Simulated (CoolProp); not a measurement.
Aqueous methanol as a coolant, 57 % by mass, freezing at -67.2 °C, 1 atm.

Model: Melinder's fits for secondary coolants, in CoolProp.

```csv
T (°C),Prandtl number,conductivity (W/(m K)),density (kg/m³),viscosity (mPa s)
-29.5,93.8,0.312,935.1,10.0
-23,70.8,0.313,930.8,7.35
-16.5,54.7,0.314,926.4,5.55
-10,43.2,0.315,922.0,4.29
-3.5,34.8,0.316,917.6,3.39
3,28.4,0.317,913.0,2.73
9.5,23.6,0.318,908.5,2.23
16,19.8,0.319,903.9,1.85
22.5,16.7,0.320,899.3,1.55
29,14.2,0.322,894.7,1.31
35.5,12.1,0.323,890.0,1.11
```
